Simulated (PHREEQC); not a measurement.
Consider water at 25 °C with 0.28 mol/kgw NiSO4. Closed to the air; pH follows from the charge balance.

The numbers come from PHREEQC with the ion-association model, wateq4f.dat.

Precipitation was switched off in this run.

Problem. Estimate the pH.

Solution. pH 5.94.

Problem. In which forms is S present?

Solution. NiSO4 56 %, SO4-2 44 %, Ni(SO4)2-2 0.6 % of the S.

Complexes and solids missing from the database can't appear.
